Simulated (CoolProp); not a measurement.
n-heptane along the isotherm 598.7 K: density (kg/m³) from the reference equation and from simpler models built on Tc = 541.2 K, pc = 2.774 MPa, ω = 0.349; each cubic takes its own stable root.

Model: reference Helmholtz-energy equation of state, Span 2003, in CoolProp. It is a short technical equation, of lower accuracy than the large ones.

| p (MPa) | phase | reference |
|---|---|---|
| 0.32 | gas | 6.630 |
| 0.64 | gas | 13.67 |
| 0.96 | gas | 21.20 |
| 1.28 | gas | 29.29 |
| 1.6 | gas | 38.04 |
| 1.92 | gas | 47.60 |
| 2.24 | gas | 58.13 |
| 2.56 | gas | 69.83 |
| 2.88 | supercritical | 83.00 |
| 3.2 | supercritical | 97.95 |
| 3.52 | supercritical | 115.1 |
| 3.84 | supercritical | 134.9 |
| 4.16 | supercritical | 157.8 |

Task: How far does each simpler model (ideal gas, van der Waals, Redlich-Kwong, Peng-Robinson) lie from the reference over these 13 states: mean and median of the absolute difference, and the worst?

Result: 
- ideal gas: mean 23.4 %, median 22.4 %, worst -46.9 % at 598.7 K and 4.16 MPa
- van der Waals: mean 3.7 %, median 0.3 %, worst +15.7 % at 598.7 K and 4.16 MPa
- Redlich-Kwong: mean 2.0 %, median 1.2 %, worst +6.0 % at 598.7 K and 4.16 MPa
- Peng-Robinson: mean 1.0 %, median 1.1 %, worst -2.9 % at 598.7 K and 4.16 MPa
